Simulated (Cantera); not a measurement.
Input (Python, Cantera) and output of one run.

```python
import numpy as np
import cantera as ct

gas_names = """
    C CH CH2 CH3 CH2OH CH3O CH4 CH3OH CO CO2 COOH C2 C2H CHCO,ketyl C2H2,acetylene C2H2,vinylidene
    CH2CO,ketene C2H3,vinyl CH3CO,acetyl C2H4 C2H4O,ethylen CH3CHO,ethanal CH3COOH (HCOOH)2 C2H5 C2H6
    CH3OCH3 C2H5OH C2O C3 C3H3,propargyl C3H4,allene C3H4,propyne C3H4,cyclo- C3H5,allyl C3H6,propylene
    C3H6,cyclo- C3H6O C3H7,n-propyl C3H7,i-propyl C3H8 C3H8O,1propanol C3H8O,2propanol C3O2 C4 C4H2
    C4H4,1,3-cyclo- C4H6,butadiene C4H6,2-butyne C4H6,cyclo- C4H8,1-butene C4H8,cis2-buten
    C4H8,tr2-butene C4H8,isobutene C4H8,cyclo- (CH3COOH)2 C4H9,n-butyl C4H9,i-butyl C4H9,s-butyl
    C4H9,t-butyl C4H10,isobutane C4H10,n-butane C5 C5H6,1,3cyclo- C5H8,cyclo- C5H10,1-pentene
    C5H10,cyclo- C5H11,pentyl C5H11,t-pentyl C5H12,n-pentane C5H12,i-pentane CH3C(CH3)2CH3 C6H2
    C6H5,phenyl C6H5O,phenoxy C6H6 C6H5OH,phenol C6H10,cyclo- C6H12,1-hexene C6H12,cyclo- C6H13,n-hexyl
    C7H7,benzyl C7H8 C7H8O,cresol C7H14,1-heptene C7H15,n-heptyl C7H16,n-heptane C8H8,styrene
    C8H10,ethylbenz C8H16,1-octene C8H17,n-octyl C8H18,isooctane C8H18,n-octane C9H19,n-nonyl
    C10H8,naphthale C10H21,n-decyl C12H9,o-bipheny C12H10,bipheny H HCO HO2 H2 HCHO,formaldehy HCOOH H2O
    H2O2 Mg MgH MgO MgOH MgO2H2 Mg2 O OH O2 O3
""".split()
cond_names = """
    C(gr) C6H6(L) C7H8(L) C8H18(L),n-octa H2O(s) H2O(L) Mg(cr) Mg(L) MgCO3(s) MgO(s) MgO(L) MgO2H2(s)
""".split()


def load(file, names, dense=False):
    # The tables refer to 1 bar. Condensed volumes are neglected.
    table = {s.name: s for s in ct.Species.list_from_file(file)}
    out = []
    for n in names:
        d = dict(table[n].input_data)
        d["thermo"] = dict(d["thermo"], **{"reference-pressure": 1e5})
        if dense:
            d["equation-of-state"] = {"model": "constant-volume", "density": "1e6 g/cm^3"}
        out.append(ct.Species.from_dict(d))
    return out


gas = ct.Solution(thermo="ideal-gas", species=load("nasa_gas.yaml", gas_names))
cond = {s.name: ct.Solution(thermo="fixed-stoichiometry", species=[s], name=s.name)
        for s in load("nasa_condensed.yaml", cond_names, dense=True)}
atoms = {
    'MgO': {'Mg': 1, 'O': 1},
    'C': {'C': 1},
    'H2': {'H': 2},
}
top_T = {'C(gr)': 4500}  # K; cautious upper limits of use, not melting points


def equilibrate(T, P, feed):
    n = {}
    for name, mol in feed.items():
        for a, k in atoms[name].items():
            n[a] = n.get(a, 0.0) + k * mol
    gas.TPX = T, P, n
    mass = sum(n.values()) * gas.mean_molecular_weight
    gas.equilibrate("TP")
    valid = [c for c in cond.values() if c.min_temp <= T <= top_T.get(c.name, c.max_temp)]
    mix = ct.Mixture([(gas, mass / gas.mean_molecular_weight)] + [(c, 0.0) for c in valid])
    mix.T, mix.P = T, P
    mix.equilibrate("TP", solver="vcs", rtol=1e-11, max_steps=5000)
    return mix


results = []
feed = {'MgO': 1, 'C': 0.11, 'H2': 1.7}  # mol
T = 2023  # K
P = 8.5  # Pa
mix = equilibrate(T, P, feed)
results.append((T, P, feed, dict(zip(mix.species_names, mix.species_moles))))
print(gas.report(threshold=1e-06))
for i in range(1, mix.n_phases):
    print(f"{mix.phase(i).name:16s} {mix.phase_moles(i):12.5e} mol")
```

Result:

```
       temperature   2023 K
          pressure   8.5 Pa
           density   6.9818e-06 kg/m^3
  mean mol. weight   13.816 kg/kmol
   phase of matter   gas

                          1 kg             1 kmol
                     ---------------   ---------------
          enthalpy        4.1078e+06        5.6753e+07  J
   internal energy        2.8903e+06        3.9932e+07  J
           entropy             21559        2.9785e+05  J/K
    Gibbs function       -3.9505e+07        -5.458e+08  J
 heat capacity c_p            2401.2             33175  J/K
 heat capacity c_v            1799.4             24861  J/K

                      mass frac. Y      mole frac. X     chem. pot. / RT
                     ---------------   ---------------   ---------------
                CO           0.06647          0.032786           -47.104
               CO2          0.018445         0.0057907           -69.678
                 H         0.0081402           0.11157           -15.058
                H2          0.042808           0.29337           -30.116
               H2O           0.31534           0.24184           -52.691
                Mg           0.52829            0.3003           -22.365
               MgH        4.3268e-05        2.3616e-05           -37.423
               MgO         0.0011082         0.0003799           -44.939
              MgOH         0.0022793        0.00076227           -59.998
            MgO2H2        4.8113e-05        1.1398e-05            -97.63
                 O         0.0030655         0.0026473           -22.574
                OH          0.011792         0.0095797           -37.633
                O2         0.0021734        0.00093842           -45.149
     [ +103 minor]        2.3166e-08        9.2532e-09

C(gr)             0.00000e+00 mol
Mg(L)             0.00000e+00 mol
MgO(s)            1.40358e-01 mol
```

Method: chemical equilibrium by Gibbs-energy minimisation in Cantera with the NASA 1993 tables (ideal gas, pure condensed phases). The tables' values for MgH are old estimates; treat these amounts as uncertain.
